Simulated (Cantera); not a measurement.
Cantera run, input and output.

```python
import numpy as np
import cantera as ct

gas = ct.Solution("gri30.yaml")
gas.TPX = 350, 370000, {'C3H8': 1, 'O2': 3.33, 'N2': 12.5, 'H2O': 1.8, 'CO2': 0.061}
flame = ct.FreeFlame(gas, width=0.016)
flame.set_refine_criteria(ratio=3, slope=0.08, curve=0.16)
flame.transport_model = "mixture-averaged"
flame.solve(loglevel=0, auto=True)
z, T = flame.grid, flame.T
thick = (T[-1] - T[0]) / np.gradient(T, z).max()
show = ['C3H8', 'O2', 'H2O', 'NO', 'H2O2', 'NO2']
print(f"laminar burning velocity  {flame.velocity[0] * 100:.3f} cm/s")
print(f"burnt temperature         {T[-1]:.1f} K")
print(f"thermal thickness         {thick * 1e3:.4f} mm")
print(f"grid points               {len(z)}")
z0 = z[flame.heat_release_rate.argmax()]
print(f"{'z/mm':>9s}{'T/K':>9s}{'u/(m/s)':>9s}" + "".join(f"{s:>11s}" for s in show))
rows = []
for k in (-3, -2, -1.5, -1, -0.5, -0.25, 0, 0.25, 0.5, 1, 2, 4, 8):
    zz = z0 + k * thick
    rows.append([k * thick, np.interp(zz, z, T), np.interp(zz, z, flame.velocity),
                 *(np.interp(zz, z, flame.X[gas.species_index(s)]) for s in show)])
    print(f"{rows[-1][0] * 1e3:9.3f}{rows[-1][1]:9.1f}{rows[-1][2]:9.3f}" + "".join(f"{x:11.3e}" for x in rows[-1][3:]))
```

It prints:

```
laminar burning velocity  9.432 cm/s
burnt temperature         1865.6 K
thermal thickness         0.4084 mm
grid points               118
     z/mm      T/K  u/(m/s)       C3H8         O2        H2O         NO       H2O2        NO2
   -1.225    350.9    0.095  5.331e-02  1.774e-01  9.602e-02  7.420e-12  6.164e-08  1.025e-10
   -0.817    356.1    0.097  5.305e-02  1.760e-01  9.616e-02  5.826e-11  4.281e-07  8.603e-10
   -0.613    377.1    0.103  5.265e-02  1.730e-01  9.797e-02  3.300e-10  1.934e-06  4.767e-09
   -0.408    497.1    0.138  5.078e-02  1.600e-01  1.091e-01  4.177e-09  1.051e-05  3.427e-08
   -0.204    917.0    0.265  3.672e-02  1.130e-01  1.456e-01  9.096e-08  3.310e-05  1.069e-07
   -0.102   1260.2    0.376  1.621e-02  7.113e-02  1.748e-01  2.920e-07  2.191e-05  5.373e-08
    0.000   1607.6    0.492  4.133e-04  2.761e-02  2.038e-01  5.728e-07  2.518e-06  2.901e-09
    0.102   1771.2    0.544  3.375e-07  9.191e-03  2.150e-01  9.166e-07  5.773e-07  5.113e-10
    0.204   1827.5    0.560  1.718e-08  3.726e-03  2.168e-01  1.125e-06  1.854e-07  2.108e-10
    0.408   1859.4    0.570  1.570e-09  1.020e-03  2.157e-01  1.254e-06  3.240e-08  6.357e-11
    0.817   1870.4    0.573  1.963e-10  1.933e-04  2.128e-01  1.295e-06  4.126e-09  1.430e-11
    1.633   1872.0    0.573  6.925e-11  1.997e-05  2.095e-01  1.323e-06  4.501e-10  3.413e-12
    3.267   1869.9    0.573  3.389e-11  5.563e-07  2.065e-01  1.414e-06  8.801e-11  2.151e-12
```

Model: GRI-Mech 3.0 (53 species, 325 reactions), integrated in Cantera. GRI-Mech 3.0 was tuned for natural gas; its chemistry of propane as a main component is partial and can be far from experiment. Burning velocities carry a grid error of a few per cent, more on coarse grids.
